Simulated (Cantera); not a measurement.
A Cantera script and its output.

```python
import numpy as np
import cantera as ct

gas = ct.Solution("gri30.yaml")
gas.TPX = 1773, 1000000, {'CH4': 1, 'H2O': 4.2, 'H2': 1}
reactor = ct.IdealGasConstPressureReactor(gas, energy="off", clone=False)
net = ct.ReactorNet([reactor])
net.rtol, net.atol = 1e-08, 1e-18
show = ['CH4', 'H2O', 'H2', 'CH2CO', 'CO2', 'CH2O', 'O']
times = np.geomspace(0.0005, 6, 9)

steps = ct.SolutionArray(gas, extra=["t"])
rows = []
print(f"{'t/s':>10s}{'T/K':>9s}{'P/Pa':>11s}" + "".join(f"{s:>11s}" for s in show))
for t in times:
    while net.time < t:
        t_next = net.step()
        steps.append(gas.state, t=t_next)
    rows.append([np.interp(t, steps.t, y) for y in (steps.T, steps.P, *steps(*show).X.T)])
    print(f"{t:10.3e}{rows[-1][0]:9.1f}{rows[-1][1]:11.4g}" + "".join(f"{x:11.3e}" for x in rows[-1][2:]))
rate = np.gradient(steps.T, steps.t)
print("integrator steps:", len(steps.t))
if steps.T.max() > steps.T[0] + 200:
    print(f"time of steepest temperature rise: {steps.t[rate.argmax()]:.4e} s")
gas.TPX = 1773, 1000000, {'CH4': 1, 'H2O': 4.2, 'H2': 1}
gas.equilibrate("TP")
print(f"equilibrium (TP): T = {gas.T:.1f} K  " + "  ".join(f"{s} {gas[s].X[0]:.3e}" for s in show))
```

It prints:

```
       t/s      T/K       P/Pa        CH4        H2O         H2      CH2CO        CO2       CH2O          O
 5.000e-04   1773.0      1e+06  1.235e-01  6.548e-01  2.042e-01  1.620e-05  7.336e-05  1.852e-05  6.953e-10
 1.618e-03   1773.0      1e+06  8.430e-02  6.249e-01  2.548e-01  3.319e-05  6.655e-04  1.135e-05  4.974e-10
 5.233e-03   1773.0      1e+06  4.845e-02  5.812e-01  3.137e-01  3.843e-05  4.033e-03  5.821e-06  3.930e-10
 1.693e-02   1773.0      1e+06  3.395e-02  5.187e-01  3.721e-01  2.391e-05  1.191e-02  3.037e-06  3.602e-10
 5.477e-02   1773.0      1e+06  2.368e-02  4.434e-01  4.365e-01  7.273e-06  1.832e-02  1.427e-06  3.386e-10
 1.772e-01   1773.0      1e+06  8.843e-03  3.891e-01  4.875e-01  8.144e-07  2.005e-02  5.352e-07  3.072e-10
 5.733e-01   1773.0      1e+06  6.553e-04  3.714e-01  5.065e-01  1.794e-08  2.004e-02  2.368e-07  2.881e-10
 1.855e+00   1773.0      1e+06  1.138e-06  3.702e-01  5.078e-01  2.711e-11  2.003e-02  2.157e-07  2.892e-10
 6.000e+00   1773.0      1e+06  9.009e-07  3.702e-01  5.078e-01  2.162e-11  2.003e-02  2.157e-07  2.893e-10
integrator steps: 1915
equilibrium (TP): T = 1773.0 K  CH4 9.732e-07  H2O 3.702e-01  H2 5.078e-01  CH2CO 2.338e-11  CO2 2.003e-02  CH2O 2.157e-07  O 2.893e-10
```

Cantera simulation using GRI-Mech 3.0 (53 species, 325 reactions); the numbers are that mechanism's predictions, not measurements.
